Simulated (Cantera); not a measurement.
A perfectly stirred reactor is fed with 13.7 % CH4, 17.2 % O2, 64.6 % N2, 3.02 % CO2, 1.51 % H2, equivalence ratio 1.6, at 0.690 bar; it is adiabatic with a 748 K inlet, and is followed from long to short residence time, starting on the burning branch (τ in s: 0.13, 0.063, 0.03, 0.015, 0.0072, 0.0035, 0.0017, 0.00083, 0.0004, 0.0002, 9.6e-05).

Detailed kinetics in Cantera: GRI-Mech 3.0 (53 species, 325 reactions).

### Question
Predict: blow-out, bracketed by the residence times tried; x(CH4) at τ = 0.130 s; x(O2) at τ = 0.130 s; x(CO2) at τ = 0.130 s; x(NO) at τ = 0.130 s; x(N2O) at τ = 0.130 s; x(CH4) at τ = 3.50 ms; x(O2) at τ = 3.50 ms; x(CO2) at τ = 3.50 ms; x(NO) at τ = 3.50 ms; x(N2O) at τ = 3.50 ms.

### Answer
```
Item                                                                            Result
------------------------------------------------  ------------------------------------
blow-out, bracketed by the residence times tried  burning at 0.400 ms, out at 0.200 ms
x(CH4) at τ = 0.130 s                                                         0.000186
x(O2) at τ = 0.130 s                                                           7.63e-5
x(CO2) at τ = 0.130 s                                                           0.0426
x(NO) at τ = 0.130 s                                                          0.000158
x(N2O) at τ = 0.130 s                                                          1.33e-8
x(CH4) at τ = 3.50 ms                                                          0.00150
x(O2) at τ = 3.50 ms                                                           0.00156
x(CO2) at τ = 3.50 ms                                                           0.0431
x(NO) at τ = 3.50 ms                                                          0.000125
x(N2O) at τ = 3.50 ms                                                          6.08e-8
```
